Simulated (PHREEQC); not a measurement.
0.19 g of hydrous ferric oxide (600 m²/g; 0.2 weak and 0.005 strong sites per Fe, Dzombak-Morel constants, diffuse double layer) in 1 kg of water with 0.01 mol/kgw of an inert sodium salt and 9.4e-07 mol CaCl2, at 25 °C; the pH is set by adding NaOH or the inert anion's acid. O2 is buffered at 0.21 atm. No CO2 enters from the air. Precipitation was switched off in this run.

The series has 17 steps of pH, from 4 to 10.

The numbers come from PHREEQC with the ion-association model, wateq4f.dat.

Near which pH is half of the Ca sorbed, and on which side is more sorbed?

Near pH 8.3, with more sorbed at higher pH.

Species that the database lacks are ignored.
